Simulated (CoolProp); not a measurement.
The fluid at 286.22 K and 7.31 MPa is throttled through a valve to 2.8 MPa with no heat exchange. The same conditions are run with several fluids, on thermodynamics alone (safety and materials aside).

Values from CoolProp's reference Helmholtz-energy equation of state of each fluid (propyne: Polt 1992; n-butane: Bücker 2006; ethanol: Schroeder 2014; n-perfluoropentane: Gao 2022; C2F6 (R116): Lemmon 2006). The equations of Platzer and Polt are older, rougher fits.

Rank propyne, n-butane, ethanol, n-perfluoropentane, C2F6 (R116) by temperature change (K), highest first.

ethanol (+1.7), n-butane (+1.6), n-perfluoropentane (+1.3), propyne (+1.0), C2F6 (R116) (-4.0)

| fluid | final density (kg/m³) |
|---|---|
| propyne | 632 |
| n-butane | 589 |
| ethanol | 796 |
| n-perfluoropentane | 1650 |
| C2F6 (R116) | 1070 |
